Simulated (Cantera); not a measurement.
Standard-state values (1 bar) from the NASA 1993 polynomials, evaluated with Cantera. Values are per mole of reaction as written; species without (g) are pure solids or liquids, kept so even where they would boil at 1 bar. VN: taken at fixed stoichiometry.

**Question.** Between 475 and 1225 K, where is each reaction favourable under standard conditions?
- 6 NO2(g) + 2 VN → V2O4 + 8 NO(g)

**Answer.** 
- 6 NO2(g) + 2 VN → V2O4 + 8 NO(g): ΔG° is -604 kJ at 475 K and -854 kJ at 1225 K; it stays negative (K > 1). ΔH° is -440 kJ and ΔS° 338 J/K at 1225 K.
